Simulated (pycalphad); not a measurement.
CALPHAD calculation (pycalphad, COST 507 light-alloy database (1999)), 1 atm. These are 1990s assessments: newer ones move some temperatures and phases. Not assessed as a whole: an extrapolation from subsystems, which can miss ternary compounds. Phase fractions are per mole of atoms.

Problem. Give the equilibrium state of Al-4.74Si-14.07Sn (at.%) at 327 °C.

Solution. 
```
T = 600.00 K, P = 101325 Pa, N = 1 mol of atoms
G = -21906 J/mol, H = 9251 J/mol, S = 51.93 J/(mol K)  (SER reference)
chemical potentials (J/mol): Al -19996, Si -13847, Sn -35647
phase             fraction      x(Al)      x(Si)      x(Sn)
FCC_A1              0.8040     0.9989   0.000896   0.000211
LIQUID              0.1493     0.0590    1.3e-05     0.9410
DIAMOND_A4          0.0467   1.14e-09     1.0000   2.83e-07
```

Problem. Give the equilibrium state of Al-4.74Si-14.07Sn (at.%) at 227 °C.

Solution. 
```
T = 500.00 K, P = 101325 Pa, N = 1 mol of atoms
G = -16982 J/mol, H = 5286 J/mol, S = 44.54 J/(mol K)  (SER reference)
chemical potentials (J/mol): Al -15579, Si -10615, Sn -27220
phase             fraction      x(Al)      x(Si)      x(Sn)
FCC_A1              0.8106     0.9998   0.000131   3.71e-05
BCT_A5              0.1421     0.0098       none     0.9902
DIAMOND_A4          0.0473   1.22e-11     1.0000   1.87e-07
```

FCC_A1 is fcc; DIAMOND_A4 is diamond (Si); BCT_A5 is bct (Sn). An entry "none" or "no" means that the model of the phase leaves that element out.
